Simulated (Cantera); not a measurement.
A perfectly stirred reactor is fed with CO : O2 : H2O : N2 = 0.0099 : 0.041 : 0.00025 : 1 (molar parts), at 5250 Torr; it is held at 1425 K, and followed from long to short residence time.

Computed with Cantera and GRI-Mech 3.0 (53 species, 325 reactions).

**Question.** What does this change do: pressure from 5250 Torr to 750 Torr?

**Answer.** 
| quantity | before | after |
|---|---|---|
| x(CO) at τ = 11.0 s | 1.85e-5 | 4.12e-5 |
| x(O2) at τ = 11.0 s | 0.0345 | 0.0345 |
| x(H2O) at τ = 11.0 s | 0.000238 | 0.000235 |
| x(NO) at τ = 11.0 s | 9.27e-6 | 1.53e-5 |
| x(H2O2) at τ = 11.0 s | 1.45e-10 | 2.27e-10 |
| x(CO) at τ = 68.0 ms | 0.000851 | 0.00123 |
| x(O2) at τ = 68.0 ms | 0.0348 | 0.0349 |
| x(H2O) at τ = 68.0 ms | 0.000235 | 0.000217 |
| x(NO) at τ = 68.0 ms | 1.05e-5 | 6.13e-6 |
| x(H2O2) at τ = 68.0 ms | 2.54e-9 | 3.74e-9 |
